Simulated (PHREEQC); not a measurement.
A solution holds 0.041 mol/kgw NH4HF2, 0.043 mol/kgw H2SiF6 and 0.13 mol/kgw H3PO4, at 43 °C. Closed to the air; pH follows from the charge balance.

Equilibrium calculation in PHREEQC: ion-association model, wateq4f.dat.

No solid was allowed to form.

**Question.** Predict the pH.

**Answer.** pH 1.29.

**Question.** In which forms is P present?

**Answer.** H3PO4 87 %, H2PO4- 13 % of the P.

H3PO4, which wateq4f.dat lacks, is added to it with the constant of phreeqc.dat. Constants without temperature data keep their 25 °C values here. SiF6-2 is the database's only silicon fluoride.
